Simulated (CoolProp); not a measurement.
Saturation properties of propane.

The numbers come from the reference Helmholtz-energy equation of state, Lemmon 2009 in CoolProp.

```json
[
 {"T (K)": "220.4", "p (kPa)": "61.78", "enthalpy of vaporisation (kJ/kg)": "436.5", "vapour Z": "0.9738", "surface tension (mN/m)": "17.1"},
 {"T (K)": "227", "p (kPa)": "84.50", "enthalpy of vaporisation (kJ/kg)": "429.8", "vapour Z": "0.9672", "surface tension (mN/m)": "16.2"},
 {"T (K)": "233.6", "p (kPa)": "113.3", "enthalpy of vaporisation (kJ/kg)": "422.9", "vapour Z": "0.9596", "surface tension (mN/m)": "___"},
 {"T (K)": "240.2", "p (kPa)": "149.2", "enthalpy of vaporisation (kJ/kg)": "415.7", "vapour Z": "0.9509", "surface tension (mN/m)": "14.4"},
 {"T (K)": "246.8", "p (kPa)": "193.3", "enthalpy of vaporisation (kJ/kg)": "408.2", "vapour Z": "0.9411", "surface tension (mN/m)": "13.6"},
 {"T (K)": "253.4", "p (kPa)": "246.7", "enthalpy of vaporisation (kJ/kg)": "400.5", "vapour Z": "0.9302", "surface tension (mN/m)": "12.7"},
 {"T (K)": "260", "p (kPa)": "310.7", "enthalpy of vaporisation (kJ/kg)": "392.3", "vapour Z": "0.9180", "surface tension (mN/m)": "11.8"},
 {"T (K)": "266.6", "p (kPa)": "386.4", "enthalpy of vaporisation (kJ/kg)": "383.8", "vapour Z": "0.9046", "surface tension (mN/m)": "11.0"},
 {"T (K)": "273.2", "p (kPa)": "475.2", "enthalpy of vaporisation (kJ/kg)": "374.8", "vapour Z": "0.8899", "surface tension (mN/m)": "10.1"},
 {"T (K)": "279.8", "p (kPa)": "___", "enthalpy of vaporisation (kJ/kg)": "365.3", "vapour Z": "0.8738", "surface tension (mN/m)": "9.29"},
 {"T (K)": "286.4", "p (kPa)": "697.2", "enthalpy of vaporisation (kJ/kg)": "355.3", "vapour Z": "0.8563", "surface tension (mN/m)": "8.46"},
 {"T (K)": "293", "p (kPa)": "833.2", "enthalpy of vaporisation (kJ/kg)": "344.6", "vapour Z": "0.8373", "surface tension (mN/m)": "7.65"},
 {"T (K)": "299.6", "p (kPa)": "___", "enthalpy of vaporisation (kJ/kg)": "333.2", "vapour Z": "0.8167", "surface tension (mN/m)": "6.85"},
 {"T (K)": "306.2", "p (kPa)": "___", "enthalpy of vaporisation (kJ/kg)": "321.0", "vapour Z": "0.7944", "surface tension (mN/m)": "6.07"}
]
```

### Question
What belongs in the gaps?

### Answer

- 233.6, surface tension (mN/m): 15.3
- 279.8, p (kPa): 578.3
- 299.6, p (kPa): 987.7
- 306.2, p (kPa): 1162

It boils at 231.0 K under 1 atm.

Surface tension comes from a separate correlation (Mulero 2012).
